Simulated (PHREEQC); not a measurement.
Dissolve 0.0032 mol/kgw ZnSO4, 0.066 mol/kgw NiCl2, 1.2 mol/kgw HCl and 0.024 mol/kgw NaCl at 10 °C. Closed to the air; pH follows from the charge balance.

All values are PHREEQC results (ion-association model, wateq4f.dat), not measurements.

Each row changes one thing in this solution. Precipitation was switched off in this run.

| case | pH | ionic strength (mol/kgw) | Cl- (mol/kgw) | NiCl2 (mol/kgw) | NiCl+ (mol/kgw) | Ni+2 (mol/kgw) | SI of Morenosite (NiSO4:7H2O) | SI of Goslarite (ZnSO4:7H2O) |
|---|---|---|---|---|---|---|---|---|
| as made | 0.05 | 1.29 | 1.27 | 0.0316 | 0.0184 | 0.0159 | -4.29 | -6.06 |
| HCl left out | 5.72 | 0.211 | 0.146 | 0.00169 | 0.00625 | 0.0567 | -2.60 | -4.26 |
| temperature from 10 to 85 °C | 0.07 | 1.30 | 1.27 | 0.0288 | 0.0185 | 0.0187 | -5.53 | -8.57 |
| diluted 2-fold with water | 0.34 | 0.675 | 0.655 | 0.00750 | 0.00779 | 0.0177 | -4.39 | -6.06 |
| NaCl from 0.024 to 0.0216 mol/kgw | 0.05 | 1.29 | 1.27 | 0.0316 | 0.0184 | 0.0160 | -4.29 | -6.06 |
| NaCl replaced by NaHCO3 at the same molality | 0.06 | 1.27 | 1.25 | 0.0311 | 0.0184 | 0.0165 | -4.27 | -6.04 |
| NaCl left out | 0.05 | 1.27 | 1.25 | 0.0311 | 0.0184 | 0.0165 | -4.28 | -6.05 |
| NaCl replaced by Na3PO4 at the same molality | 0.08 | 1.27 | 1.25 | 0.0311 | 0.0184 | 0.0165 | -4.26 | -6.03 |

The ionic strength passes 0.7 mol/kgw, the rough limit of the ion-association models, in as made; temperature from 10 to 85 °C; NaCl from 0.024 to 0.0216 mol/kgw; NaCl replaced by NaHCO3 at the same molality; NaCl left out; NaCl replaced by Na3PO4 at the same molality. At this temperature some constants are extrapolated from 25 °C, and those without enthalpy data are left unchanged.
